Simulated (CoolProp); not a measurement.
Vapour-liquid equilibrium of acetone (1) + cyclohexane (2) at 1130 kPa; x and y are mole fractions of (1).

Model: multi-fluid Helmholtz-energy mixture model, Lemmon 2006 and Zhou 2014; pair parameters Bell 2016, in CoolProp.

```
x     bubble temperature (K)  y at the bubble point  dew temperature at overall composition x (K)  liquid density (mol/L)
----  ----------------------  ---------------------  --------------------------------------------  ----------------------
0.05                   452.8                    ___                                         459.4                   7.247
0.2                      ___                    ___                                         450.2                   7.708
0.35                   429.0                    ___                                         440.7                   8.107
0.5                      ___                    ___                                           ___                   8.543
0.65                   422.6                  0.710                                         424.2                   9.062
0.8                    421.4                  0.808                                         421.5                   9.685
0.95                   421.9                  0.942                                         422.0                   10.41
```

Q: What belongs in the gaps?

A: 
- 0.05, y at the bubble point: 0.159
- 0.2, bubble temperature (K): 436.4
- 0.2, y at the bubble point: 0.418
- 0.35, y at the bubble point: 0.541
- 0.5, bubble temperature (K): 424.9
- 0.5, y at the bubble point: 0.628
- 0.5, dew temperature at overall composition x (K): 431.3

y crosses x between x = 0.8 and 0.95: the model has an azeotrope there.

Pair parameters are fitted to limited data, so mixtures are less certain than the pure fluids.
